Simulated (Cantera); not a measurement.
# Pb + O₂ + N₂ (iron carbonyl, mercury and lead vapours)

Charge: 1 mol Pb, 0.022 mol O₂, 1.3 mol N₂, equilibrated at 525 K and 1 atm.

Equilibrium computed with Cantera from the NASA thermochemical tables; the gas is ideal and each condensed phase is pure. Candidate condensed phases: Pb, PbO, PbO₂, Pb₃O₄; 12 gas species. Kinetics and transport are ignored.

```
Property                                 Result
-----------------------------------  ----------
x(N₂)                                      1.00
n(Pb(s))                              0.956 mol
n(PbO(red))                          0.0440 mol
gas amount                            1.300 mol
log10 activity of Pb₃O₄(s) (absent)      -15.22
log10 activity of PbO₂(s) (absent)       -16.18
```
